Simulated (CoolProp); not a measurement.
Vapour-liquid equilibrium of propane (1) + R227EA (2) at 294 K; x and y are mole fractions of (1).

The numbers come from the multi-fluid Helmholtz-energy mixture model, Lemmon 2009 and Lemmon 2016; pair parameters Bell 2016 in CoolProp.

Problem. Give the bubble pressure and the first vapour's composition at x = 0.2, 0.5, 0.65. Is there an azeotrope?

Solution. x = 0.2: 675.5 kPa, y = 0.469; x = 0.5: 857.8 kPa, y = 0.663; x = 0.65: 895.4 kPa, y = 0.725. y crosses x between x = 0.65 and 0.8: the model has an azeotrope there.

Pair parameters are fitted to limited data, so mixtures are less certain than the pure fluids.
